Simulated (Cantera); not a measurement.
Input: 1 mol BN, 11 mol F2, 5.1 mol H2, 37 mol Cl2, at 2400 Pa.

These are equilibrium values from Cantera (NASA tables, ideal gas, pure condensed phases), not measurements of a reactor. Candidate condensed phases: B, BN, NH4Cl; 40 gas species. Kinetics and transport are ignored.

At 1273 K, list the 7 most abundant gas species with their mole fractions, and the condensed phases.

Cl2 0.577, HF 0.187, ClF 0.156, Cl 0.0476, BF3 0.0183, N2 0.00917, F 0.00534. Condensed: gas only.
